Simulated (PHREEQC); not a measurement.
Synthetic water in mg/L, 25 °C, pH 6.54, pe 9.3:

| constituent | mg/L |
|---|---|
| Na | 2450 |
| K | 96.3 |
| Ca | 230 |
| Mg | 109 |
| Cl | 4480 |
| S(6) as SO4 | 322 |
| Alkalinity as HCO3 | 14.1 |
| F | 5.7 |
| Li | 1.23 |
| Br | 58 |

Cl is adjusted to close the charge balance.
Valence states are taken as typed.

Computed with PHREEQC (ion-association model, phreeqc.dat).

This is a speciation only: nothing precipitates in the calculation.

Task: Predict the specific conductance, density.

Result: specific conductance 13100 µS/cm; density 1.003 g/cm³.

Task: In which forms is C present?

Result: HCO3- 64 %, CO2 31 %, NaHCO3 2.2 %, CaHCO3+ 1.6 %, MgHCO3+ 1.2 % of the C.

The solution is supersaturated, for example in Fluorite, so a real one may precipitate; this is no full list. Species that the database lacks are ignored.
